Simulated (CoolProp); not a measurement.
A simple Rankine cycle with water: condensing at 333.15 K, boiler at 0.102 MPa, turbine inlet 523.3 K, turbine efficiency 0.65, pump efficiency 0.6, no recuperator. Each further row changes one setting.

Computed with CoolProp (reference Helmholtz-energy equation of state, Wagner 2002).

```json
[
 {"case": "as stated", "thermal efficiency (%)": "___", "net work (kJ/kg)": "211", "heat in (kJ/kg)": "2720", "turbine exit temperature (K)": "413.2", "volume ratio over the turbine": "___"},
 {"case": "turbine inlet 543.3 K", "thermal efficiency (%)": "8.0", "net work (kJ/kg)": "220", "heat in (kJ/kg)": "2760", "turbine exit temperature (K)": "429.6", "volume ratio over the turbine": "___"},
 {"case": "condensing temperature 325.15 K", "thermal efficiency (%)": "9.1", "net work (kJ/kg)": "250", "heat in (kJ/kg)": "2760", "turbine exit temperature (K)": "392.9", "volume ratio over the turbine": "___"},
 {"case": "boiler pressure 0.0714 MPa", "thermal efficiency (%)": "6.3", "net work (kJ/kg)": "172", "heat in (kJ/kg)": "2720", "turbine exit temperature (K)": "434.1", "volume ratio over the turbine": "2.97"},
 {"case": "turbine efficiency 0.55", "thermal efficiency (%)": "6.6", "net work (kJ/kg)": "179", "heat in (kJ/kg)": "2720", "turbine exit temperature (K)": "430.1", "volume ratio over the turbine": "4.21"}
]
```

Q: What belongs in the gaps?

A: 
- as stated, thermal efficiency (%): 7.8
- as stated, volume ratio over the turbine: 4.04
- turbine inlet 543.3 K, volume ratio over the turbine: 4.05
- condensing temperature 325.15 K, volume ratio over the turbine: 5.63
